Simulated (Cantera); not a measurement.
## Reactions in the system H-N-O-Sr

Source: NASA polynomial tables (part measured, part estimated), evaluated in Cantera. Values are per mole of reaction as written; species without (g) are pure solids or liquids, kept so even where they would boil at 1 bar.

4 OH(g) + N₂(g) + 2 SrO ⇌ 2 Sr(OH)₂ + 2 NO(g)

```
T (K)  ΔH° (kJ)  ΔS° (J/K)  ΔG° (kJ)  log10 K
-----  --------  ---------  --------  -------
450      -730.6     -428.0    -538.0    62.45
500      -730.1     -426.9    -516.6    53.97
550      -729.0     -424.8    -495.3    47.04
600      -727.3     -421.9    -474.2    41.28
650      -725.0     -418.2    -453.2    36.42
700      -722.1     -413.9    -432.4    32.26
750      -718.5     -409.0    -411.8    28.68
```
